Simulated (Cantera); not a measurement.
Premixed flame

A freely propagating, adiabatic, planar premixed flame of H2 : O2 : N2 = 1.3 : 0.217 : 0.817 (molar parts), equivalence ratio 3.0, unburnt at 600 K and 97.5 Torr; mixture-averaged transport, grid criteria slope 0.08 and curve 0.16, no radiation.

Cantera simulation using the H2/O2 subset of GRI-Mech 3.0, which has no nitrogen chemistry; the numbers are that mechanism's predictions, not measurements. Burning velocities carry a grid error of a few per cent, more on coarse grids.

```tsv
z (mm)	T (K)	u (m/s)	x H2	x O2	x OH	x H2O	x O	x H2O2
-20.8	600	6.14	0.557	0.0930	<1e-8	<1e-8	<1e-8	<1e-8
-13.9	600	6.14	0.557	0.0930	<1e-8	<1e-8	<1e-8	<1e-8
-10.4	600	6.14	0.557	0.0930	<1e-8	<1e-8	<1e-8	<1e-8
-6.95	600	6.14	0.557	0.0930	<1e-8	1.69e-7	<1e-8	<1e-8
-3.47	615	6.28	0.555	0.0927	2.16e-5	0.00101	1.08e-5	3.57e-7
-1.74	739	7.45	0.531	0.0887	0.000143	0.0126	0.000187	1.72e-7
0	1058	10.4	0.414	0.0487	0.000913	0.0973	0.00216	7.98e-8
1.74	1259	12.4	0.335	0.00425	0.000922	0.184	0.000769	2.48e-8
3.47	1334	13.1	0.334	0.000320	0.000942	0.193	0.000310	1.90e-8
6.95	1420	13.8	0.342	8.01e-5	0.00115	0.194	0.000285	2.11e-8
13.9	1521	14.7	0.352	6.75e-5	0.00135	0.196	0.000263	2.09e-8
27.8	1627	15.6	0.363	5.27e-5	0.00147	0.197	0.000213	1.67e-8
55.6	1729	16.4	0.374	3.53e-5	0.00144	0.199	0.000148	1.07e-8
```
x: mole fraction of selected species; z is measured from the peak of heat release.

| Item | Result |
|---|---|
| laminar burning velocity | 614 cm/s |
| thermal thickness | 6.95 mm |
| peak x(OH) | 0.00148 |
| peak x(O) | 0.00227 |
| peak x(H2O2) | 3.84e-7 |
| grid points | 140 |
